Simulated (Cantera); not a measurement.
A freely propagating, adiabatic, planar premixed flame of 9.40 % CH4, 0.781 % C2H6, 18.0 % O2, 67.5 % N2, 4.33 % H2O, equivalence ratio 1.2, unburnt at 375 K and 100000 Pa; mixture-averaged transport, grid criteria slope 0.08 and curve 0.16, no radiation.

Computed with Cantera and GRI-Mech 3.0 (53 species, 325 reactions). Burning velocities carry a grid error of a few per cent, more on coarse grids.

Q: Predict: laminar burning velocity; thermal thickness; peak x(H2); peak x(HCO); peak x(O).

A: 
* **laminar burning velocity**: 42.2 cm/s
* **thermal thickness**: 0.480 mm
* **peak x(H2)**: 0.0350
* **peak x(HCO)**: 3.13e-5
* **peak x(O)**: 0.00101
